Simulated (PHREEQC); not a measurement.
2.7 g of hydrous ferric oxide (600 m²/g; 0.2 weak and 0.005 strong sites per Fe, Dzombak-Morel constants, diffuse double layer) in 1 kg of water with 0.05 mol/kgw of an inert sodium salt, at 25 °C; the pH is set by adding NaOH or the inert anion's acid. O2 is buffered at 0.21 atm. The system is closed to CO2. No solid was allowed to form.

Base run: PHREEQC, ion-association model, wateq4f.dat. Each further column changes one thing. The table gives surface charge σ (C/m²).

```csv
pH,base,background salt from 0.05 to 0.005 mol/kgw,oxide from 2.7 to 14 g/kgw,0.027 mol/kgw ZnCl2 added
3,0.358,0.316,0.360,0.365
4.5,0.240,…,0.248,0.286
5.5,0.131,0.062,0.134,0.189
7,0.034,0.013,0.035,0.222
8.5,-0.010,-0.004,-0.010,0.204
9.5,-0.047,-0.018,-0.047,…
11,-0.159,-0.084,-0.164,…
```

Task: Some entries are withheld; supply them.

Result: 
- 4.5, background salt from 0.05 to 0.005 mol/kgw: 0.139
- 9.5, 0.027 mol/kgw ZnCl2 added: 0.100
- 11, 0.027 mol/kgw ZnCl2 added: 0.002

The oxide is taken as insoluble; below pH 4 it would dissolve. In at least one series the solution becomes supersaturated in solids that the run did not let form, among them Zn(OH)2-a, Zn5(OH)8Cl2.
